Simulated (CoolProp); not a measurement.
The numbers come from the reference Helmholtz-energy equation of state, Thol 2015 in CoolProp.

Question: Give the vapour pressure (MPa), enthalpy of vaporisation (kJ/kg), liquid cp (kJ/(kg K)), vapour Z of saturated octamethylcyclotetrasiloxane (D4) at 452.1 K.

Answer: 
| T (K) | p (MPa) | enthalpy of vaporisation (kJ/kg) | liquid cp (kJ/(kg K)) | vapour Z |
|---|---|---|---|---|
| 452.1 | 0.110 | 130 | 2.00 | 0.918 |
